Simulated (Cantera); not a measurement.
Feed: 1 mol C2F6, 0.01 mol CH4, equilibrated at 0.100 bar.

These are equilibrium values from Cantera (NASA tables, ideal gas, pure condensed phases), not measurements of a reactor. Candidate condensed phases: C, C6H6, C7H8, C8H18; 95 gas species. The feed counts by its element totals alone. Gases not in the tables: C2F6 and larger saturated fluorocarbons. Equilibrium is a limit: real reactors are often held back by kinetics, nucleation or transport.

Problem. Which condensed phases are stable at each of these points (T (°C)): 1825, 1925, 2025, 2125, 2225, 2325, 2425, 2525, 2625, 2725?

Solution. 
```json
[
 {"T (°C)": "1825", "condensed phases": "C(graphite)", "C condensed (%)": "23.1"},
 {"T (°C)": "1925", "condensed phases": "C(graphite)", "C condensed (%)": "20.4"},
 {"T (°C)": "2025", "condensed phases": "C(graphite)", "C condensed (%)": "15.7"},
 {"T (°C)": "2125", "condensed phases": "C(graphite)", "C condensed (%)": "8.6"},
 {"T (°C)": "2225", "condensed phases": "C(graphite)", "C condensed (%)": "0.1"},
 {"T (°C)": "2325", "condensed phases": "gas only", "C condensed (%)": "0.0"},
 {"T (°C)": "2425", "condensed phases": "gas only", "C condensed (%)": "0.0"},
 {"T (°C)": "2525", "condensed phases": "C(graphite)", "C condensed (%)": "1.2"},
 {"T (°C)": "2625", "condensed phases": "C(graphite)", "C condensed (%)": "10.1"},
 {"T (°C)": "2725", "condensed phases": "C(graphite)", "C condensed (%)": "17.8"}
]
```

From 1825 °C to 2225 °C the condensed part is C(graphite). From 2325 °C to 2425 °C nothing is condensed. From 2525 °C to 2725 °C the condensed part is C(graphite).
